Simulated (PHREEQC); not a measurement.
Alkaline etch or developer (model solution)

Dissolve 0.0079 mol KOH, 1.7e-06 mol H4SiO4 and 0.21 mol K2CO3 per kg of water at 20 °C. Closed to the air; pH follows from the charge balance.

All values are PHREEQC results (ion-association model, phreeqc.dat), not measurements.

Each row changes one thing in this solution. Precipitation was switched off in this run.

```json
[
 {"case": "as made", "pH": "11.94", "ionic strength (mol/kgw)": "0.636", "HCO3- (mol/kgw)": "0.00177", "H2SiO4-2 (mol/kgw)": "1.90e-7", "H4SiO4 (mol/kgw)": "7.61e-9", "CO2 (mol/kgw)": "2.88e-9", "SI of Quartz (SiO2)": "-3.99"},
 {"case": "KOH left out", "pH": "11.57", "ionic strength (mol/kgw)": "0.626", "HCO3- (mol/kgw)": "0.00412", "H2SiO4-2 (mol/kgw)": "8.60e-8", "H4SiO4 (mol/kgw)": "1.90e-8", "CO2 (mol/kgw)": "1.58e-8", "SI of Quartz (SiO2)": "-3.59"},
 {"case": "K2CO3 from 0.21 to 0.189 mol/kgw", "pH": "11.94", "ionic strength (mol/kgw)": "…", "HCO3- (mol/kgw)": "0.00164", "H2SiO4-2 (mol/kgw)": "1.86e-7", "H4SiO4 (mol/kgw)": "7.84e-9", "CO2 (mol/kgw)": "2.73e-9", "SI of Quartz (SiO2)": "-3.98"},
 {"case": "KOH replaced by KBr at the same molality", "pH": "11.57", "ionic strength (mol/kgw)": "…", "HCO3- (mol/kgw)": "0.00412", "H2SiO4-2 (mol/kgw)": "8.60e-8", "H4SiO4 (mol/kgw)": "1.90e-8", "CO2 (mol/kgw)": "1.57e-8", "SI of Quartz (SiO2)": "-3.59"},
 {"case": "0.0035 mol/kgw AlCl3 added", "pH": "11.27", "ionic strength (mol/kgw)": "0.630", "HCO3- (mol/kgw)": "0.00814", "H2SiO4-2 (mol/kgw)": "4.33e-8", "H4SiO4 (mol/kgw)": "3.89e-8", "CO2 (mol/kgw)": "6.29e-8", "SI of Quartz (SiO2)": "-3.28"}
]
```

Problem. Some entries are withheld; supply them.

Solution. 
- K2CO3 from 0.21 to 0.189 mol/kgw, ionic strength (mol/kgw): 0.573
- KOH replaced by KBr at the same molality, ionic strength (mol/kgw): 0.634

Some of these states are supersaturated (in Gibbsite (slow to form), for instance).
